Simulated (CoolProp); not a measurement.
Vapour-liquid equilibrium of R125 (1) + R236FA (2) at 0.345 MPa; x and y are mole fractions of (1).

The numbers come from the multi-fluid Helmholtz-energy mixture model, Lemmon 2005 and Pan 2012; pair parameters Bell 2016 in CoolProp.

Give the bubble temperature and the first vapour's composition at x = 0.275, 0.65, 0.8. Is there an azeotrope?

x = 0.275: 282.7 K, y = 0.643; x = 0.65: 264.4 K, y = 0.912; x = 0.8: 259.3 K, y = 0.959. No azeotrope shows between x = 0.05 and 0.95.

The pair parameters rest on a limited set of measurements; away from them the model extrapolates.
